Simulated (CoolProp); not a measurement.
Vapour-liquid equilibrium of acetone (1) + water (2) at 68.85 °C; x and y are mole fractions of (1).

Computed with CoolProp (multi-fluid Helmholtz-energy mixture model, Lemmon 2006 and Wagner 2002; pair parameters Bell 2016).

```csv
x,"bubble pressure, mixture model (bar)","bubble pressure, Raoult's law (bar)","y, mixture model","y, Raoult's law"
0.05,0.6905,0.3589,0.586,0.214
0.15,1.102,0.4831,0.756,0.478
0.25,1.244,0.6074,0.791,0.633
0.35,1.286,0.7316,0.801,0.736
0.45,1.306,0.8558,0.807,0.809
0.55,1.331,0.9800,0.816,0.864
0.65,1.368,1.104,0.833,0.906
0.75,1.415,1.228,0.862,0.940
0.85,1.467,1.353,0.906,0.967
0.95,1.517,1.477,0.965,0.990
```

The largest gap from Raoult's law is +128.1 % in bubble pressure, at x = 0.15. No azeotrope shows between x = 0.05 and 0.95.

Pair parameters are fitted to limited data, so mixtures are less certain than the pure fluids. With so large a gap from Raoult's law the liquid may split in two, which this calculation doesn't test in full.
